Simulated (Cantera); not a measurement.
A Cantera script and what it prints.

```python
import numpy as np
import cantera as ct

gas_names = """
    CL CLF CLF3 CL2 F F2 H HCL HF H2 H2F2 H3F3 H4F4 H5F5 H6F6 H7F7 Na NaCL NaF NaH Na2 Na2CL2 Na2F2
""".split()
cond_names = """
    Na(cr) Na(L) NaCL(s) NaCL(L) NaF(s) NaF(L)
""".split()


# ... load() reads the species with a 1 bar reference pressure and builds the phases ...
atoms = {
    'NaCl': {'Na': 1, 'CL': 1},
    'H2': {'H': 2},
    'HF': {'H': 1, 'F': 1},
}
top_T = {}  # K; cautious upper limits of use, not melting points


# ... equilibrate(T, P, feed) seeds the gas with the atoms and calls Mixture.equilibrate('TP', solver="vcs", rtol=1e-11, max_steps=5000) ...
results = []
T = 1725  # K
P = 133.322  # Pa
for m in [0.15, 0.2, 0.28, 0.39, 0.53, 0.73, 1, 1.4]:
    feed = {'NaCl': 1, 'H2': 15, 'HF': m}  # mol
    mix = equilibrate(T, P, feed)
    results.append((T, P, feed, dict(zip(mix.species_names, mix.species_moles))))
    x = sorted(zip(gas.X, gas.species_names), reverse=True)
    print(f"T = {T:g} K  P = {P:g} Pa  n(HF) = {m:g} mol  gas = {mix.phase_moles(0):.4g} mol")
    print("   x: " + "  ".join(f"{s} {v:.3e}" for v, s in x if v > 0.001))
    print("   condensed (mol): " + ("  ".join(f"{mix.phase(i).name} {mix.phase_moles(i):.4g}"
          for i in range(1, mix.n_phases) if mix.phase_moles(i) > 1e-12) or "none"))
```

Output:

```
T = 1725 K  P = 133.322 Pa  n(HF) = 0.15 mol  gas = 16.33 mol
   x: H2 9.081e-01  NaCL 4.451e-02  HCL 1.668e-02  Na 1.656e-02  HF 9.004e-03  H 4.847e-03
   condensed (mol): none
T = 1725 K  P = 133.322 Pa  n(HF) = 0.2 mol  gas = 16.38 mol
   x: H2 9.054e-01  NaCL 4.433e-02  HCL 1.666e-02  Na 1.649e-02  HF 1.197e-02  H 4.840e-03
   condensed (mol): none
T = 1725 K  P = 133.322 Pa  n(HF) = 0.28 mol  gas = 16.45 mol
   x: H2 9.010e-01  NaCL 4.406e-02  HF 1.668e-02  HCL 1.664e-02  Na 1.637e-02  H 4.828e-03
   condensed (mol): none
T = 1725 K  P = 133.322 Pa  n(HF) = 0.39 mol  gas = 16.56 mol
   x: H2 8.951e-01  NaCL 4.369e-02  HF 2.308e-02  HCL 1.661e-02  Na 1.621e-02  H 4.812e-03
   condensed (mol): none
T = 1725 K  P = 133.322 Pa  n(HF) = 0.53 mol  gas = 16.7 mol
   x: H2 8.876e-01  NaCL 4.323e-02  HF 3.111e-02  HCL 1.657e-02  Na 1.601e-02  H 4.792e-03
   condensed (mol): none
T = 1725 K  P = 133.322 Pa  n(HF) = 0.73 mol  gas = 16.9 mol
   x: H2 8.772e-01  NaCL 4.258e-02  HF 4.235e-02  HCL 1.651e-02  Na 1.574e-02  H 4.764e-03
   condensed (mol): none
T = 1725 K  P = 133.322 Pa  n(HF) = 1 mol  gas = 17.17 mol
   x: H2 8.634e-01  HF 5.712e-02  NaCL 4.174e-02  HCL 1.642e-02  Na 1.538e-02  H 4.726e-03  NaF 1.110e-03
   condensed (mol): none
T = 1725 K  P = 133.322 Pa  n(HF) = 1.4 mol  gas = 17.57 mol
   x: H2 8.439e-01  HF 7.818e-02  NaCL 4.054e-02  HCL 1.630e-02  Na 1.488e-02  H 4.673e-03  NaF 1.487e-03
   condensed (mol): none
```

Method: chemical equilibrium by Gibbs-energy minimisation in Cantera with the NASA 1993 tables (ideal gas, pure condensed phases).
